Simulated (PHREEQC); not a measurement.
Solution (10 °C): 0.0012 mol NH4HF2, 0.0007 mol H2SiF6 and 0.022 mol H3PO4 per kg of water. Closed to the air; pH follows from the charge balance.

Computed with PHREEQC (ion-association model, phreeqc.dat).

Precipitation was switched off in this run.

Order these F species by the share of F that they hold, largest first: F-, SiF6-2, HF.

SiF6-2 (58 %), HF (38 %), F- (3.7 %)

The pH is 2.00 and the ionic strength 0.0127 mol/kgw. At this temperature some constants are extrapolated from 25 °C, and those without enthalpy data are left unchanged. SiF6-2 is the database's only silicon fluoride.
